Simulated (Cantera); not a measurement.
Input (Python, Cantera):

```python
import numpy as np
import cantera as ct

gas = ct.Solution("gri30.yaml")
gas.TPX = 1300, 80000, {'N2O': 1}
reactor = ct.IdealGasConstPressureReactor(gas, energy="off", clone=False)
net = ct.ReactorNet([reactor])
net.rtol, net.atol = 1e-08, 1e-18
show = ['N2O', 'N2', 'NO', 'O', 'NO2', 'O2']
times = np.geomspace(8e-05, 4, 13)

steps = ct.SolutionArray(gas, extra=["t"])
rows = []
print(f"{'t/s':>10s}{'T/K':>9s}{'P/Pa':>11s}" + "".join(f"{s:>11s}" for s in show))
for t in times:
    while net.time < t:
        t_next = net.step()
        steps.append(gas.state, t=t_next)
    rows.append([np.interp(t, steps.t, y) for y in (steps.T, steps.P, *steps(*show).X.T)])
    print(f"{t:10.3e}{rows[-1][0]:9.1f}{rows[-1][1]:11.4g}" + "".join(f"{x:11.3e}" for x in rows[-1][2:]))
rate = np.gradient(steps.T, steps.t)
print("integrator steps:", len(steps.t))
if steps.T.max() > steps.T[0] + 200:
    print(f"time of steepest temperature rise: {steps.t[rate.argmax()]:.4e} s")
gas.TPX = 1300, 80000, {'N2O': 1}
gas.equilibrate("TP")
print(f"equilibrium (TP): T = {gas.T:.1f} K  " + "  ".join(f"{s} {gas[s].X[0]:.3e}" for s in show))
```

Result:

```
       t/s      T/K       P/Pa        N2O         N2         NO          O        NO2         O2
 8.000e-05   1300.0      8e+04  9.997e-01  1.943e-04  3.001e-05  7.306e-06  1.921e-09  8.600e-05
 1.971e-04   1300.0      8e+04  9.992e-01  4.877e-04  7.708e-05  7.305e-06  1.256e-08  2.209e-04
 4.856e-04   1300.0      8e+04  9.980e-01  1.210e-03  1.929e-04  7.304e-06  7.705e-08  5.529e-04
 1.196e-03   1300.0      8e+04  9.952e-01  2.983e-03  4.770e-04  7.301e-06  4.481e-07  1.368e-03
 2.947e-03   1300.0      8e+04  9.881e-01  7.322e-03  1.171e-03  7.292e-06  2.397e-06  3.363e-03
 7.261e-03   1300.0      8e+04  9.711e-01  1.783e-02  2.845e-03  7.265e-06  1.092e-05  8.190e-03
 1.789e-02   1300.0      8e+04  9.310e-01  4.263e-02  6.774e-03  7.190e-06  3.838e-05  1.959e-02
 4.407e-02   1300.0      8e+04  8.417e-01  9.779e-02  1.542e-02  6.998e-06  1.034e-04  4.496e-02
 1.086e-01   1300.0      8e+04  6.679e-01  2.054e-01  3.184e-02  6.535e-06  2.281e-04  9.459e-02
 2.675e-01   1300.0      8e+04  4.074e-01  3.676e-01  5.477e-02  5.469e-06  4.049e-04  1.698e-01
 6.590e-01   1300.0      8e+04  1.565e-01  5.260e-01  7.252e-02  3.392e-06  5.490e-04  2.445e-01
 1.624e+00   1300.0      8e+04  2.814e-02  6.096e-01  7.649e-02  9.898e-07  6.169e-04  2.852e-01
 4.000e+00   1300.0      8e+04  9.495e-04  6.280e-01  7.583e-02  1.383e-07  8.154e-04  2.944e-01
integrator steps: 886
equilibrium (TP): T = 1300.0 K  N2O 2.514e-08  N2 6.664e-01  NO 4.609e-04  O 1.149e-07  NO2 5.614e-06  O2 3.331e-01
```

Computed with Cantera and GRI-Mech 3.0 (53 species, 325 reactions). GRI-Mech 3.0 was tuned for natural gas; its chemistry of N2O as a main component is partial and can be far from experiment. The mechanism lacks the step 2 NO + O2 → 2 NO2, which can matter for NO2 below about 1400 K. The temperature is held fixed by assumption; the heat of reaction is taken as removed at once.
